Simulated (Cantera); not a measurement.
What does this Cantera script print?

```python
import numpy as np
import cantera as ct

gas_names = """
    H HO2 H2 H2O H2O2 O OH O2 O3 Si SiH SiH2 SiH3 SiH4 SiO SiO2 Si2 Si3
""".split()
cond_names = """
    H2O(s) H2O(L) Si(cr) Si(L) SiO2(Lqz) SiO2(hqz) SiO2(L)
""".split()


# ... load() reads the species with a 1 bar reference pressure and builds the phases ...
atoms = {
    'Si': {'Si': 1},
    'O2': {'O': 2},
    'H2': {'H': 2},
}
top_T = {}  # K; cautious upper limits of use, not melting points


# ... equilibrate(T, P, feed) seeds the gas with the atoms and calls Mixture.equilibrate('TP', solver="vcs", rtol=1e-11, max_steps=5000) ...
results = []
feed = {'Si': 1, 'O2': 0.0014, 'H2': 1.4}  # mol
P = 56000  # Pa
for T in [973, 1073, 1173, 1273, 1373, 1473, 1573, 1673, 1773, 1873, 1973, 2073, 2173]:
    mix = equilibrate(T, P, feed)
    results.append((T, P, feed, dict(zip(mix.species_names, mix.species_moles))))
    x = sorted(zip(gas.X, gas.species_names), reverse=True)
    print(f"T = {T:g} K  P = {P:g} Pa  gas = {mix.phase_moles(0):.4g} mol")
    print("   x: " + "  ".join(f"{s} {v:.3e}" for v, s in x if v > 0.001))
    print("   condensed (mol): " + ("  ".join(f"{mix.phase(i).name} {mix.phase_moles(i):.4g}"
          for i in range(1, mix.n_phases) if mix.phase_moles(i) > 1e-12) or "none"))
```

Output:

```
T = 973 K  P = 56000 Pa  gas = 1.4 mol
   x: H2 1.000e+00
   condensed (mol): Si(cr) 0.9986  SiO2(hqz) 0.0014
T = 1073 K  P = 56000 Pa  gas = 1.4 mol
   x: H2 1.000e+00
   condensed (mol): Si(cr) 0.9986  SiO2(hqz) 0.0014
T = 1173 K  P = 56000 Pa  gas = 1.4 mol
   x: H2 1.000e+00
   condensed (mol): Si(cr) 0.9986  SiO2(hqz) 0.0014
T = 1273 K  P = 56000 Pa  gas = 1.4 mol
   x: H2 1.000e+00
   condensed (mol): Si(cr) 0.9986  SiO2(hqz) 0.001395
T = 1373 K  P = 56000 Pa  gas = 1.4 mol
   x: H2 9.999e-01
   condensed (mol): Si(cr) 0.9985  SiO2(hqz) 0.001348
T = 1473 K  P = 56000 Pa  gas = 1.401 mol
   x: H2 9.994e-01
   condensed (mol): Si(cr) 0.9982  SiO2(hqz) 0.001006
T = 1573 K  P = 56000 Pa  gas = 1.403 mol
   x: H2 9.979e-01  SiO 1.992e-03
   condensed (mol): Si(cr) 0.9972
T = 1673 K  P = 56000 Pa  gas = 1.403 mol
   x: H2 9.978e-01  SiO 1.994e-03
   condensed (mol): Si(cr) 0.9972
T = 1773 K  P = 56000 Pa  gas = 1.403 mol
   x: H2 9.976e-01  SiO 1.994e-03
   condensed (mol): Si(L) 0.9972
T = 1873 K  P = 56000 Pa  gas = 1.403 mol
   x: H2 9.971e-01  SiO 1.994e-03
   condensed (mol): Si(L) 0.9971
T = 1973 K  P = 56000 Pa  gas = 1.404 mol
   x: H2 9.960e-01  SiO 1.993e-03  H 1.799e-03
   condensed (mol): Si(L) 0.9969
T = 2073 K  P = 56000 Pa  gas = 1.406 mol
   x: H2 9.941e-01  H 3.504e-03  SiO 1.991e-03
   condensed (mol): Si(L) 0.9966
T = 2173 K  P = 56000 Pa  gas = 1.408 mol
   x: H2 9.906e-01  H 6.418e-03  SiO 1.988e-03
   condensed (mol): Si(L) 0.9958
```

Method: chemical equilibrium by Gibbs-energy minimisation in Cantera with the NASA 1993 tables (ideal gas, pure condensed phases). Mutual solubility and eutectic melting of coexisting phases are not modelled. The tables hold silica as quartz up to 1696 K and as liquid above; real silica turns to tridymite and cristobalite and melts near 1996 K. Gases not in the tables: Si2H6 and higher silanes.
